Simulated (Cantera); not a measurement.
Gas activation for diamond growth

An isothermal, constant-pressure homogeneous reactor starts with CH₄ : H₂ : CO₂ = 0.0089 : 1 : 0.008 (molar parts), at 2775 K and 20.0 Torr.

Model: GRI-Mech 3.0 (53 species, 325 reactions), integrated in Cantera. Radical loss at walls, strong at low pressure, is not modelled.

```csv
t (s),x CH₄,x H₂,x CO₂,x H₂O,x O,x C₂H₂,x CH₂O
0.00100,0.00195,0.931,4.99e-5,0.00722,3.28e-6,0.00215,4.27e-7
0.00217,0.000509,0.917,8.69e-6,0.00663,5.30e-6,0.00318,1.71e-7
0.00470,0.000178,0.903,8.18e-6,0.00545,7.11e-6,0.00293,7.71e-8
0.0102,8.00e-5,0.880,6.21e-6,0.00335,7.90e-6,0.00197,3.69e-8
0.0221,2.11e-5,0.841,2.59e-6,0.00114,5.67e-6,0.000918,7.30e-9
0.0480,3.03e-6,0.779,3.35e-7,0.000131,1.60e-6,0.000422,6.29e-10
0.104,3.09e-7,0.697,9.45e-10,3.43e-7,1.01e-8,0.000345,1.61e-10
0.226,1.53e-7,0.638,7.00e-11,2.41e-8,1.25e-9,0.000325,9.60e-11
0.490,1.34e-7,0.623,6.24e-11,2.12e-8,1.25e-9,0.000319,8.48e-11
1.06,1.34e-7,0.622,6.22e-11,2.11e-8,1.25e-9,0.000319,8.45e-11
2.31,1.34e-7,0.622,6.22e-11,2.11e-8,1.25e-9,0.000319,8.45e-11
5.00,1.34e-7,0.622,6.22e-11,2.11e-8,1.25e-9,0.000319,8.45e-11
```
x: mole fraction; the columns are a selection and need not sum to one.

Equilibrium at this temperature and pressure: CH₄ 1.35e-7, H₂ 0.622, CO₂ 6.26e-11, H₂O 2.12e-8, O 1.26e-9, C₂H₂ 0.000319, CH₂O 8.45e-11 (gas phase only).
